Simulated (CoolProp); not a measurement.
Vapour-liquid equilibrium of dimethyl ether (1) + n-hexane (2) at 0.0757 MPa; x and y are mole fractions of (1).

Computed with CoolProp (multi-fluid Helmholtz-energy mixture model, Wu 2011 and Thol 2019; pair parameters Bell 2016).

| x | bubble temperature (K) | y at the bubble point | dew temperature at overall composition x (K) | liquid density (mol/L) |
|---|---|---|---|---|
| 0.05 | 306.9 | 0.625 | 331.4 | 7.698 |
| 0.15 | 279.2 | 0.902 | 328.1 | 8.442 |
| 0.25 | 266.3 | 0.956 | ___ | 9.090 |
| 0.35 | 259.1 | 0.974 | 320.7 | ___ |
| 0.45 | 254.5 | 0.982 | 316.4 | 10.43 |
| 0.55 | 251.4 | ___ | 311.3 | 11.19 |
| 0.65 | 249.0 | 0.991 | 305.3 | 12.03 |
| 0.75 | ___ | ___ | 297.7 | 12.99 |
| 0.85 | 245.0 | ___ | 287.2 | 14.10 |
| 0.95 | 242.9 | 0.999 | 268.1 | ___ |

Problem. Complete the blanks.

Solution. 
- 0.25, dew temperature at overall composition x (K): 324.6
- 0.35, liquid density (mol/L): 9.740
- 0.55, y at the bubble point: 0.987
- 0.75, bubble temperature (K): 246.9
- 0.75, y at the bubble point: 0.993
- 0.85, y at the bubble point: 0.996
- 0.95, liquid density (mol/L): 15.41

No azeotrope shows between x = 0.05 and 0.95.

Pair parameters are fitted to limited data, so mixtures are less certain than the pure fluids.
